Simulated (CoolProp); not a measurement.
Vapour-liquid equilibrium of n-hexane (1) + n-decane (2) at 0.132 MPa; x and y are mole fractions of (1).

Model: multi-fluid Helmholtz-energy mixture model, Thol 2019 and Lemmon 2006; pair parameters Kunz 2012, in CoolProp.

```csv
x,bubble temperature (°C),y at the bubble point,dew temperature at overall composition x (°C),liquid density (mol/L)
0.05,170.8,0.313,182.8,4.327
0.125,152.9,0.602,179.7,4.545
0.2,138.5,0.759,176.3,4.750
0.275,127.0,0.848,172.7,4.947
0.35,117.6,0.900,168.9,5.140
0.425,109.9,0.933,164.7,5.333
0.5,103.5,0.954,160.1,5.528
0.575,97.9,0.969,?,5.727
0.65,93.2,?,149.0,?
0.725,89.0,0.986,?,?
0.8,85.4,0.991,133.7,6.370
0.875,82.1,0.995,122.5,6.603
0.95,79.2,0.998,?,6.847
```

Some entries are withheld; supply them.


- 0.575, dew temperature at overall composition x (°C): 154.9
- 0.65, y at the bubble point: 0.979
- 0.65, liquid density (mol/L): 5.933
- 0.725, dew temperature at overall composition x (°C): 142.1
- 0.725, liquid density (mol/L): 6.147
- 0.95, dew temperature at overall composition x (°C): 104.9

No azeotrope shows between x = 0.05 and 0.95.

The pair parameters rest on a limited set of measurements; away from them the model extrapolates.
